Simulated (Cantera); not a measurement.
A diamond (100) surface in a fixed gas of H2 with x(CH4) = 0.0048, x(H) = 0.0019, at 1125 K, 25.5 Torr; coverages are run to steady state.

Detailed kinetics in Cantera: the Harris–Goodwin 1993 mechanism for the reconstructed diamond (100) surface.

One state of this run: growth (µm/h) = 0.0238; θ c6HH = 0.499; θ c6H* = 0.0302; θ c6*H = 0.452; θ c6** = 0.0192; θ c6HM = 0.000129. θ: site fractions in the mechanism's names (c6HH fully hydrogenated, c6H* and c6*H radical sites, c6** diradical, c6HM methylated).

### Question
Which value of x(CH3) does it belong to?
(A) 1.8e-05
(B) 0.0023
(C) 4.8e-05
(D) 2.6e-06

### Answer
D, 2.6e-06
